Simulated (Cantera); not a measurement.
What does this Cantera script print?

```python
import numpy as np
import cantera as ct

gas = ct.Solution("h2o2.yaml")
gas.TPX = 550, 150000, {'H2': 1, 'O2': 0.538, 'N2': 2.02, 'H2O': 0.33}
flame = ct.FreeFlame(gas, width=0.03)
flame.set_refine_criteria(ratio=3, slope=0.08, curve=0.16)
flame.transport_model = "mixture-averaged"
flame.solve(loglevel=0, auto=True)
z, T = flame.grid, flame.T
thick = (T[-1] - T[0]) / np.gradient(T, z).max()
show = ['H2', 'O2', 'H2O', 'O', 'H', 'OH']
print(f"laminar burning velocity  {flame.velocity[0] * 100:.3f} cm/s")
print(f"burnt temperature         {T[-1]:.1f} K")
print(f"thermal thickness         {thick * 1e3:.4f} mm")
print(f"grid points               {len(z)}")
z0 = z[flame.heat_release_rate.argmax()]
print(f"{'z/mm':>9s}{'T/K':>9s}{'u/(m/s)':>9s}" + "".join(f"{s:>11s}" for s in show))
rows = []
for k in (-3, -2, -1.5, -1, -0.5, -0.25, 0, 0.25, 0.5, 1, 2, 4, 8):
    zz = z0 + k * thick
    rows.append([k * thick, np.interp(zz, z, T), np.interp(zz, z, flame.velocity),
                 *(np.interp(zz, z, flame.X[gas.species_index(s)]) for s in show)])
    print(f"{rows[-1][0] * 1e3:9.3f}{rows[-1][1]:9.1f}{rows[-1][2]:9.3f}" + "".join(f"{x:11.3e}" for x in rows[-1][3:]))
```

It prints:

```
laminar burning velocity  480.438 cm/s
burnt temperature         2316.5 K
thermal thickness         0.2462 mm
grid points               108
     z/mm      T/K  u/(m/s)         H2         O2        H2O          O          H         OH
   -0.739    550.0    4.804  2.572e-01  1.384e-01  8.488e-02  1.957e-13  4.283e-15  4.920e-15
   -0.492    550.0    4.804  2.572e-01  1.384e-01  8.488e-02  1.251e-11  2.803e-13  3.145e-13
   -0.369    550.0    4.804  2.571e-01  1.384e-01  8.489e-02  3.631e-10  8.521e-12  9.152e-12
   -0.246    550.1    4.802  2.566e-01  1.385e-01  8.496e-02  8.134e-09  4.293e-10  2.240e-10
   -0.123    567.4    4.898  2.470e-01  1.398e-01  8.687e-02  3.005e-06  1.378e-05  9.898e-06
   -0.062    772.3    6.473  2.117e-01  1.358e-01  1.082e-01  1.673e-04  1.715e-03  7.247e-04
    0.000   1197.6    9.731  1.375e-01  1.064e-01  1.799e-01  2.559e-03  1.471e-02  2.493e-03
    0.062   1512.3   12.136  6.950e-02  6.094e-02  2.628e-01  6.754e-03  2.834e-02  7.626e-03
    0.123   1679.8   13.399  4.372e-02  3.922e-02  2.998e-01  8.045e-03  2.885e-02  1.188e-02
    0.246   1843.8   14.583  3.461e-02  2.989e-02  3.191e-01  6.993e-03  2.118e-02  1.449e-02
    0.492   1993.1   15.612  2.900e-02  2.518e-02  3.340e-01  4.884e-03  1.289e-02  1.473e-02
    0.985   2116.2   16.432  2.228e-02  2.117e-02  3.486e-01  3.053e-03  7.021e-03  1.345e-02
    1.970   2208.6   17.028  1.566e-02  1.798e-02  3.612e-01  1.771e-03  3.479e-03  1.135e-02
```

Computed with Cantera and the H2/O2 subset of GRI-Mech 3.0, which has no nitrogen chemistry. Burning velocities carry a grid error of a few per cent, more on coarse grids.
